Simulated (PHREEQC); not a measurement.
Make-up at 25 °C: 0.045 mol HF, 0.013 mol NH4F, 0.0022 mol (NH4)2SiF6 and 0.00024 mol HCl per kg of water. It is in equilibrium with CO2 at log p = -3.4 (atm). Otherwise closed; pH follows from the charge balance.

All values are PHREEQC results (ion-association model, wateq4f.dat), not measurements.

No solid was allowed to form.

**Question.** What pH, ionic strength does the model give?

**Answer.** pH 2.69; ionic strength 0.0219 mol/kgw.

**Question.** In which forms is F present?

**Answer.** HF 49 %, F- 19 %, SiF6-2 19 %, H2F2 8.9 %, HF2- 5.0 % of the F.

Species that the database lacks are ignored. wateq4f.dat counts part of the HF as a dimer, H2F2, which phreeqc.dat doesn't know; its constant is uncertain. SiF6-2 is the database's only silicon fluoride.
